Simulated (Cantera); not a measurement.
Input: 1 mol PbO, 14 mol H₂, at 14.0 Pa.

Method: chemical equilibrium by Gibbs-energy minimisation in Cantera with the NASA 1993 tables (ideal gas, pure condensed phases). Candidate condensed phases: H₂O, Pb, PbO, PbO₂, Pb₃O₄; 12 gas species. The numbers say what is thermodynamically allowed, not how fast it happens. All values below are at 1002 °C.

Base state: H₂ 0.867, H₂O 0.0667, Pb 0.0667, H 5.80e-5 (mole fractions); condensed: gas only.

Problem. What changes in the equilibrium state with this change: H₂ from 14 to 0.68 mol?

Solution. 
```csv
species,before,after
Pb,0.0667,0.406
H₂O,0.0667,0.404
PbO,3.42e-7,0.188
H₂,0.867,5.82e-5
O₂,<1e-9,0.00105
OH,5.19e-8,3.84e-5
H,5.80e-5,4.75e-7
```
